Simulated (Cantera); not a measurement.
A closed system holds: 1 mol SiO₂, 0.52 mol CH₄, 1.3 mol CO, 5 mol C, equilibrated at 1600 K and 54000 Pa.

These are equilibrium values from Cantera (NASA tables, ideal gas, pure condensed phases), not measurements of a reactor. Candidate condensed phases: C, C₆H₆, C₇H₈, C₈H₁₈, H₂O, Si, SiC, SiO₂; 123 gas species. The tables hold silica as quartz up to 1696 K and as liquid above; real silica turns to tridymite and cristobalite and melts near 1996 K. The numbers say what is thermodynamically allowed, not how fast it happens.

Base state: CO 0.555, H₂ 0.444, SiO 0.000181, CH₄ 0.000174, H₂O 0.000116, H 4.93e-5, CO₂ 4.85e-5, C₂H₂ (acetylene) 1.22e-5 (mole fractions); condensed: C(graphite) + SiO₂(β-quartz).

**Question.** What changes in the equilibrium state with this change: temperature from 1600 K to 950 K?

**Answer.** 
```
species                before   after
-------------------  --------  ------
H₂                      0.444   0.428
CO                      0.555   0.361
CO₂                   4.85e-5   0.117
H₂O                  0.000116  0.0778
CH₄                  0.000174  0.0166
SiO                  0.000181   <1e-9
H                     4.93e-5   <1e-9
C₂H₂ (acetylene)      1.22e-5   <1e-9
C(graphite), mol         5.52    5.87
SiO₂(β-quartz), mol     1.000    1.00
```
